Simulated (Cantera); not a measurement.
Input (Python, Cantera):

```python
import numpy as np
import cantera as ct

surf = ct.Interface("diamond.yaml", "diamond_100")
gas, bulk = surf.adjacent["gas"], surf.adjacent["diamond"]
k = surf.kinetics_species_index(bulk.species_names[0])
cover = ["c6HH", "c6H*", "c6*H", "c6**", "c6HM", "c6B"]

rows, drift = [], 0.0
print(f"{'xCH3':>10s}{'um/h':>11s}" + "".join(f"{s:>11s}" for s in cover))
for v in [1e-06, 2.5e-06, 6.4e-06, 1.6e-05, 4.1e-05, 0.0001, 0.00026, 0.00065, 0.0017]:
    T, P, xH, xCH3 = 1148, 11000, 0.00049, v
    gas.TPX = T, P, {"H": xH, "CH3": xCH3, "CH4": 0.0034, "H2": 1 - xH - xCH3 - 0.0034}
    surf.TP = bulk.TP = T, P
    surf.coverages = "c6H*:0.1, c6HH:0.9"
    surf.advance_coverages(100.0)
    before = surf.coverages
    surf.advance_coverages(100.0)
    drift = max(drift, np.max(np.abs(surf.coverages - before) / (surf.coverages + 1e-9)))
    rate = surf.net_production_rates[k] * bulk.mean_molecular_weight / bulk.density * 3.6e9
    rows.append([rate, *surf[cover].coverages])
    print(f"{v:10.4g}{rate:11.4e}" + "".join(f"{x:11.3e}" for x in rows[-1][1:]))
```

It prints:

```
      xCH3       um/h       c6HH       c6H*       c6*H       c6**       c6HM        c6B
     1e-06 1.8126e-02  5.088e-01  3.122e-02  4.443e-01  1.550e-02  9.469e-05  4.918e-11
   2.5e-06 4.5293e-02  5.087e-01  3.121e-02  4.442e-01  1.549e-02  2.366e-04  1.229e-10
   6.4e-06 1.1581e-01  5.084e-01  3.119e-02  4.439e-01  1.546e-02  6.052e-04  3.142e-10
   1.6e-05 2.8865e-01  5.077e-01  3.114e-02  4.432e-01  1.538e-02  1.509e-03  7.833e-10
   4.1e-05 7.3392e-01  5.058e-01  3.101e-02  4.414e-01  1.519e-02  3.841e-03  1.992e-09
    0.0001 1.7581e+00  5.015e-01  3.072e-02  4.373e-01  1.475e-02  9.227e-03  4.771e-09
   0.00026 4.3628e+00  4.905e-01  2.997e-02  4.266e-01  1.368e-02  2.306e-02  1.184e-08
   0.00065 9.8510e+00  4.668e-01  2.837e-02  4.038e-01  1.154e-02  5.290e-02  2.673e-08
    0.0017 2.0747e+01  4.180e-01  2.507e-02  3.569e-01  7.900e-03  1.151e-01  5.630e-08
```

Model: the Harris–Goodwin 1993 mechanism for the reconstructed diamond (100) surface, integrated in Cantera.
